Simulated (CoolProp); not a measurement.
A simple Rankine cycle with cis-2-butene: condensing at 300.15 K, boiler at 1.77 MPa, turbine inlet 389.5 K, turbine efficiency 0.6, pump efficiency 0.7, no recuperator. Each further row changes one setting.

Computed with CoolProp (reference Helmholtz-energy equation of state, Lemmon 2005). It is a short technical equation, of lower accuracy than the large ones.

| case | thermal efficiency (%) | net work (kJ/kg) | heat in (kJ/kg) | turbine exit temperature (K) | volume ratio over the turbine |
|---|---|---|---|---|---|
| as stated | 10.3 | … | 490 | 330.6 | 8.58 |
| turbine inlet 409.5 K | … | 56.0 | … | 354.8 | … |
| condensing temperature 292.15 K | 11.2 | … | 508 | 325.2 | … |
| boiler pressure 1.24 MPa | 9.0 | 46.0 | 511 | 346.0 | 5.59 |
| turbine efficiency 0.5 | 8.5 | … | 490 | 336.0 | … |

Fill in the missing entries.


- as stated, net work (kJ/kg): 50.5
- turbine inlet 409.5 K, thermal efficiency (%): 10.5
- turbine inlet 409.5 K, heat in (kJ/kg): 536
- turbine inlet 409.5 K, volume ratio over the turbine: 8.23
- condensing temperature 292.15 K, net work (kJ/kg): 57.1
- condensing temperature 292.15 K, volume ratio over the turbine: 11.1
- turbine efficiency 0.5, net work (kJ/kg): 41.5
- turbine efficiency 0.5, volume ratio over the turbine: 8.74
